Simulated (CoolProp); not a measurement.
Values from CoolProp's reference Helmholtz-energy equation of state, Lemmon 2006. It is a short technical equation, of lower accuracy than the large ones.

### Question
For CH3F (R41), give the phase and the density (kg/m³), isothermal compressibility (1/MPa) at 286.7 K and 1.74 MPa.

### Answer
- 286.7 K and 1.74 MPa: gas; density 30.5, isothermal compressibility 0.727
